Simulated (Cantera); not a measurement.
A perfectly stirred reactor is fed with NH3 : N2 = 1 : 0.18 (molar parts), at 10.00 Torr; it is held at 1675 K, and followed from long to short residence time.

Computed with Cantera and the gas-phase N/H chemistry of the illustrative SiF4/NH3 mechanism in the Surface Chemkin manual (1991). Walls and surfaces, which speed up NH3 decomposition in real reactors, are not modelled.

Q: What does this change do: pressure from 10.00 Torr to 20.0 Torr?

A: 
```json
[
 {"quantity": "x(NH3) at τ = 18.0 s", "before": "0.547", "after": "0.461"},
 {"quantity": "x(N2) at τ = 18.0 s", "before": "0.209", "after": "0.225"},
 {"quantity": "x(H2) at τ = 18.0 s", "before": "0.244", "after": "0.314"},
 {"quantity": "x(H) at τ = 18.0 s", "before": "3.89e-5", "after": "4.76e-5"},
 {"quantity": "x(N) at τ = 18.0 s", "before": "8.80e-8", "after": "7.18e-8"},
 {"quantity": "x(NH3) at τ = 85.0 ms", "before": "0.846", "after": "0.845"},
 {"quantity": "x(N2) at τ = 85.0 ms", "before": "0.153", "after": "0.153"},
 {"quantity": "x(H2) at τ = 85.0 ms", "before": "0.000876", "after": "0.00214"},
 {"quantity": "x(H) at τ = 85.0 ms", "before": "1.55e-7", "after": "3.27e-7"},
 {"quantity": "x(N) at τ = 85.0 ms", "before": "6.08e-10", "after": "1.38e-9"}
]
```
